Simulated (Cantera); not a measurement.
An adiabatic, constant-volume homogeneous reactor starts with CH3OH : O2 : N2 = 1 : 0.789 : 7.82 (molar parts), at 950 K and 3750 Torr. Integrator tolerance rtol = 1e-08.

Computed with Cantera and GRI-Mech 3.0 (53 species, 325 reactions). GRI-Mech 3.0 was tuned for natural gas; its chemistry of methanol as a main component is partial and can be far from experiment. Below about 1000 K GRI-Mech 3.0 lacks low-temperature oxidation paths.

Problem. What does this change do: initial temperature 950 to 1175 K?

Solution. 
| quantity | before | after |
|---|---|---|
| temperature at 0.300 s | 950 K | 2155 K |
| equilibrium temperature | 1954 K | 2155 K |
| x(CH3OH) at 0.300 s | 0.104 (gas-phase equilibrium 2.34e-12) | <1e-12 (gas-phase equilibrium 1.02e-12) |
| x(O2) at 0.300 s | 0.0821 (gas-phase equilibrium 1.17e-8) | 2.58e-7 (gas-phase equilibrium 2.58e-7) |
| x(HCO) at 0.300 s | <1e-12 (gas-phase equilibrium 2.70e-8) | 6.14e-8 (gas-phase equilibrium 6.14e-8) |
| x(N2O) at 0.300 s | 2.44e-11 (gas-phase equilibrium 2.81e-10) | 2.08e-9 (gas-phase equilibrium 2.08e-9) |
| x(H) at 0.300 s | 1.50e-12 (gas-phase equilibrium 8.97e-5) | 0.000344 (gas-phase equilibrium 0.000344) |
| x(CO2) at 0.300 s | 4.37e-8 (gas-phase equilibrium 0.0269) | 0.0249 (gas-phase equilibrium 0.0249) |
| time of steepest temperature rise | not reached | 4.11 ms |
